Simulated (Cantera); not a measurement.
A perfectly stirred reactor is fed with CH₄ : CO₂ : H₂ = 1 : 3.2 : 0.35 (molar parts), at 13300 Pa; it is held at 2075 K, and followed from long to short residence time.

Detailed kinetics in Cantera: GRI-Mech 3.0 (53 species, 325 reactions).

**Question.** Predict: x(CH₄) at τ = 1.30 s; x(CO₂) at τ = 1.30 s; x(H₂) at τ = 1.30 s; x(O) at τ = 1.30 s; x(HCO) at τ = 1.30 s; x(CH₄) at τ = 73.0 ms; x(CO₂) at τ = 73.0 ms; x(H₂) at τ = 73.0 ms; x(O) at τ = 73.0 ms; x(HCO) at τ = 73.0 ms.

**Answer.** 
```
Property                  Value
---------------------  --------
x(CH₄) at τ = 1.30 s   0.000306
x(CO₂) at τ = 1.30 s      0.135
x(H₂) at τ = 1.30 s       0.156
x(O) at τ = 1.30 s      1.46e-6
x(HCO) at τ = 1.30 s    6.47e-8
x(CH₄) at τ = 73.0 ms   0.00435
x(CO₂) at τ = 73.0 ms     0.154
x(H₂) at τ = 73.0 ms      0.146
x(O) at τ = 73.0 ms     9.95e-7
x(HCO) at τ = 73.0 ms   4.27e-7
```
